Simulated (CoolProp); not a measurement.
Oxygen along the isotherm 175.2 K: fugacity coefficient from the reference equation and from simpler models built on Tc = 154.6 K, pc = 5.046 MPa, ω = 0.022; each cubic takes its own stable root.

The numbers come from the reference Helmholtz-energy equation of state, Schmidt 1985 in CoolProp.

```tsv
p (MPa)	phase	reference	van der Waals	Peng-Robinson
0.0239	gas	0.9989	0.9990	0.9987
0.0404	gas	0.9982	0.9983	0.9978
0.0682	gas	0.9969	0.9971	0.9964
0.115	gas	0.9948	0.9950	0.9939
0.194	gas	0.9912	0.9916	0.9897
0.328	gas	0.9852	0.9858	0.9826
0.553	gas	0.9751	0.9762	0.9708
0.933	gas	0.9582	0.9599	0.9512
1.57	gas	0.9300	0.9327	0.9188
2.66	gas	0.8825	0.8864	0.8651
4.49	gas	0.8047	0.8091	0.7795
7.57	supercritical	0.6783	0.6766	0.6482
```
